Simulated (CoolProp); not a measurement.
Vapour-liquid equilibrium of o-xylene (1) + n-undecane (2) at 370.3 K; x and y are mole fractions of (1).

Values from CoolProp's multi-fluid Helmholtz-energy mixture model, Zhou 2012 and Aleksandrov 2011; pair parameters Bell 2016.

Question: Give the bubble pressure and the first vapour's composition at x = 0.2, 0.35, 0.95. Is there an azeotrope?

Answer: x = 0.2: 0.007802 MPa, y = 0.599; x = 0.35: 0.01085 MPa, y = 0.766; x = 0.95: 0.02298 MPa, y = 0.991. No azeotrope shows between x = 0.05 and 0.95.

The pair parameters rest on a limited set of measurements; away from them the model extrapolates.
